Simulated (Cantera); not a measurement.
Input: 1 mol Si, 9.2 mol HBr, 38 mol N₂, held at 1025 °C and 1.00 bar.

These are equilibrium values from Cantera (NASA tables, ideal gas, pure condensed phases), not measurements of a reactor. Candidate condensed phases: Br₂, Si, Si₃N₄; 28 gas species. N₂ is the only nitrogen source here; it is nearly inert below about 1500 K, so the nitride shown seldom forms there in practice. The tables' values for SiBr₃ are old estimates; treat these amounts as uncertain. Rates play no part.

Base state: N₂ 0.815, HBr 0.144, H₂ 0.0270, SiBr₄ 0.0132, Br 0.000229, SiBr₃ 0.000180, SiBr₂ 0.000103, SiHBr₃ 6.82e-5 (mole fractions); condensed: Si₃N₄(s).

**Question.** What changes in the equilibrium state with this change: N₂ from 38 to 0.94 mol?

**Answer.** 
| species | before | after |
|---|---|---|
| HBr | 0.144 | 0.571 |
| H₂ | 0.0270 | 0.217 |
| SiBr₄ | 0.0132 | 0.107 |
| N₂ | 0.815 | 0.103 |
| SiHBr₃ | 6.82e-5 | 0.00111 |
| SiBr₃ | 0.000180 | 0.00104 |
| SiBr₂ | 0.000103 | 0.000426 |
| Br₂ | 6.94e-6 | 1.35e-5 |
| Si₃N₄(s), mol | 0.124 | 0 |
